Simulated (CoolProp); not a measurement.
A simple Rankine cycle with n-butane: condensing at 326.15 K, boiler at 2.34 MPa, turbine inlet 436.4 K, turbine efficiency 0.9, pump efficiency 0.6, no recuperator. Each further row changes one setting.

Values from CoolProp's reference Helmholtz-energy equation of state, Bücker 2006.

```csv
case,thermal efficiency (%),net work (kJ/kg),heat in (kJ/kg),turbine exit temperature (K),volume ratio over the turbine
as stated,11.8,61.7,522,388.8,4.70
turbine inlet 456.4 K,(withheld),(withheld),576,410.5,(withheld)
condensing temperature 318.15 K,13.1,71.1,543,383.1,5.77
boiler pressure 1.64 MPa,9.4,50.8,542,402.8,(withheld)
turbine efficiency 0.8,(withheld),54.2,522,392.2,4.75
```

Q: Some entries are withheld; supply them.

A: 
- turbine inlet 456.4 K, thermal efficiency (%): 11.7
- turbine inlet 456.4 K, net work (kJ/kg): 67.1
- turbine inlet 456.4 K, volume ratio over the turbine: 4.56
- boiler pressure 1.64 MPa, volume ratio over the turbine: 3.12
- turbine efficiency 0.8, thermal efficiency (%): 10.4
